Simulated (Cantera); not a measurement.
## Gas activation for diamond growth

An isothermal, constant-pressure homogeneous reactor starts with CH₄ : H₂ : H : H₂O = 0.015 : 1 : 0.0062 : 0.0023 (molar parts), at 1775 K and 0.132 atm.

Model: GRI-Mech 3.0 (53 species, 325 reactions), integrated in Cantera. GRI-Mech 3.0 stops at C3 and has no aromatics, soot or wall deposition, so with more carbon than oxygen in the feed, carbon stays in small species such as C2H2 where larger ones or solid carbon would form.

```csv
t (s),x CH₄,x H₂,x H,x C₂H₆,x C₂H,x C₂H₄,x C₂H₂
0.000100,0.0134,0.979,0.00415,6.52e-6,8.70e-10,4.27e-5,2.61e-5
0.000278,0.0134,0.980,0.00338,5.31e-6,3.03e-9,5.59e-5,0.000112
0.000774,0.0134,0.981,0.00227,3.47e-6,5.08e-9,4.54e-5,0.000279
0.00215,0.0133,0.982,0.00130,1.78e-6,4.92e-9,2.86e-5,0.000471
0.00599,0.0131,0.983,0.000837,9.58e-7,4.38e-9,1.82e-5,0.000655
0.0167,0.0126,0.983,0.000762,7.71e-7,5.71e-9,1.63e-5,0.000937
0.0464,0.0113,0.984,0.000765,6.23e-7,9.66e-9,1.61e-5,0.00158
0.129,0.00875,0.985,0.000771,3.80e-7,1.74e-8,1.66e-5,0.00284
0.359,0.00538,0.987,0.000780,1.47e-7,2.80e-8,1.88e-5,0.00451
1.00,0.00264,0.988,0.000788,3.72e-8,3.65e-8,2.18e-5,0.00583
```
x: mole fraction; the columns are a selection and need not sum to one.

Equilibrium at this temperature and pressure: CH₄ 0.000694, H₂ 0.991, H 0.000795, C₂H₆ 4.10e-9, C₂H 3.62e-8, C₂H₄ 2.10e-5, C₂H₂ 0.00575 (gas phase only).
